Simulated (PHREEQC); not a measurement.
Synthetic water in mg/L, 25 °C, pH 6.04, pe 9.4:

```
constituent           mg/L
------------------  ------
Na                    4.44
K                     1.28
Ca                    3.43
Mg                    4.25
Cl                      11
S(6) as SO4           12.5
Alkalinity as HCO3    12.1
Cu(2)               0.0735
Ba                  0.0123
Br                     1.2
Pb                   0.103
```

Valence states are taken as typed.

Computed with PHREEQC (ion-association model, wateq4f.dat).

The ionic strength is 0.00114 mol/kgw and the charge-balance error is -2.2 %.

```csv
species,molality,activity,log γ
CO2,0.000392,0.000392,0.000
Cl-,0.000310,0.000299,-0.017
HCO3-,0.000198,0.000191,-0.016
Na+,0.000193,0.000186,-0.016
Mg+2,0.000171,0.000147,-0.065
SO4-2,0.000125,0.000107,-0.065
Ca+2,8.39e-5,7.22e-5,-0.065
K+,3.27e-5,3.15e-5,-0.017
Br-,1.50e-5,1.45e-5,-0.016
MgSO4,3.70e-6,3.70e-6,0.000
CaSO4,1.55e-6,1.55e-6,0.000
Cu+2,9.78e-7,8.43e-7,-0.065
```

No solid was allowed to form. Species that the database lacks are ignored.
